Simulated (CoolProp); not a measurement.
Vapour-liquid equilibrium of methanol (1) + dimethyl carbonate (2) at 429.7 K; x and y are mole fractions of (1).

Computed with CoolProp (multi-fluid Helmholtz-energy mixture model, de Reuck 1993 and Zhou 2011; pair parameters Bell 2016).

```csv
x,"bubble pressure, mixture model (MPa)","bubble pressure, Raoult's law (MPa)","y, mixture model","y, Raoult's law"
0.05,0.6904,0.6300,0.180,0.129
0.125,0.8361,0.7086,0.348,0.287
0.2,0.9614,0.7872,0.459,0.413
0.275,1.070,0.8658,0.539,0.516
0.35,1.164,0.9444,0.601,0.602
0.425,1.247,1.023,0.652,0.675
0.5,1.319,1.102,0.697,0.738
0.575,1.384,1.180,0.737,0.792
0.65,1.442,1.259,0.777,0.839
0.725,1.493,1.337,0.816,0.881
0.8,1.539,1.416,0.858,0.918
0.875,1.579,1.495,0.905,0.952
0.95,1.611,1.573,0.958,0.982
```

The largest gap from Raoult's law is +23.6 % in bubble pressure, at x = 0.275. No azeotrope shows between x = 0.05 and 0.95.

The pair parameters rest on a limited set of measurements; away from them the model extrapolates.
